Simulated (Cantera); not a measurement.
Charge: 1 mol PbO, 0.015 mol O2, 1.3 mol N2, held at 12.0 Pa.

Method: chemical equilibrium by Gibbs-energy minimisation in Cantera with the NASA 1993 tables (ideal gas, pure condensed phases). Candidate condensed phases: Pb, PbO, PbO2, Pb3O4; 12 gas species. Equilibrium is a limit: real reactors are often held back by kinetics, nucleation or transport. All values below are at 1498 K.

Base state: N2 0.500, Pb 0.219, PbO 0.166, O2 0.115, NO 0.000713, O 0.000122 (mole fractions); condensed: gas only.

### Question
What changes in the equilibrium state with this change: pressure from 12.0 Pa to 1 atm?

### Answer
```tsv
species	before	after
N2	0.500	0.979
O2	0.115	0.0113
PbO	0.166	0.00849
Pb	0.219	0.000387
O	0.000122	4.17e-7
NO	0.000713	0.000314
PbO(l), mol	0	0.988
```
Gases not in the tables: (PbO)n polymers.
